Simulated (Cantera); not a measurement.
# Fe2O3 + HCl + H2O (chemical vapour transport)

A closed system holds: 1 mol Fe2O3, 0.033 mol HCl, 0.66 mol H2O, held at 0.140 bar.

These are equilibrium values from Cantera (NASA tables, ideal gas, pure condensed phases), not measurements of a reactor. Candidate condensed phases: Fe, FeCl2, FeCl3, FeO, Fe(OH)2, Fe(OH)3, Fe2O3, Fe3O4, H2O; 22 gas species. Mutual solubility and eutectic melting of coexisting phases are not modelled. Condensed phases not in the tables: FeOCl. Equilibrium is a limit: real reactors are often held back by kinetics, nucleation or transport.

```json
[
 {"T (K)": "700", "x H2O": "0.952", "x HCl": "0.0476", "x O2": "<1e-12", "x Cl": "8.37e-11", "x OH": "<1e-12", "n Fe2O3(s)": "1.00", "n Fe3O4(s)": "0"},
 {"T (K)": "800", "x H2O": "0.952", "x HCl": "0.0476", "x O2": "1.00e-10", "x Cl": "3.33e-9", "x OH": "2.06e-11", "n Fe2O3(s)": "1.00", "n Fe3O4(s)": "0"},
 {"T (K)": "900", "x H2O": "0.952", "x HCl": "0.0476", "x O2": "1.27e-8", "x Cl": "5.40e-8", "x OH": "1.04e-9", "n Fe2O3(s)": "1.00", "n Fe3O4(s)": "0"},
 {"T (K)": "1000", "x H2O": "0.952", "x HCl": "0.0476", "x O2": "2.38e-7", "x Cl": "3.98e-7", "x OH": "1.89e-8", "n Fe2O3(s)": "1.00", "n Fe3O4(s)": "0"},
 {"T (K)": "1100", "x H2O": "0.952", "x HCl": "0.0476", "x O2": "1.67e-6", "x Cl": "1.83e-6", "x OH": "1.82e-7", "n Fe2O3(s)": "1.000", "n Fe3O4(s)": "0"},
 {"T (K)": "1200", "x H2O": "0.952", "x HCl": "0.0476", "x O2": "7.70e-6", "x Cl": "6.37e-6", "x OH": "1.17e-6", "n Fe2O3(s)": "1.000", "n Fe3O4(s)": "0"},
 {"T (K)": "1300", "x H2O": "0.952", "x HCl": "0.0475", "x O2": "0.000118", "x Cl": "2.63e-5", "x OH": "8.16e-6", "n Fe2O3(s)": "1.000", "n Fe3O4(s)": "0.000300"},
 {"T (K)": "1400", "x H2O": "0.950", "x HCl": "0.0473", "x O2": "0.00261", "x Cl": "0.000107", "x OH": "5.18e-5", "n Fe2O3(s)": "0.989", "n Fe3O4(s)": "0.00730"},
 {"T (K)": "1500", "x H2O": "0.916", "x HCl": "0.0453", "x O2": "0.0379", "x Cl": "0.000352", "x OH": "0.000252", "n Fe2O3(s)": "0.836", "n Fe3O4(s)": "0.110"}
]
```
x: gas mole fraction; n: condensed amount in mol.

From 700 K to 1200 K the condensed part is Fe2O3(s). From 1300 K to 1500 K the condensed part is Fe2O3(s) + Fe3O4(s).
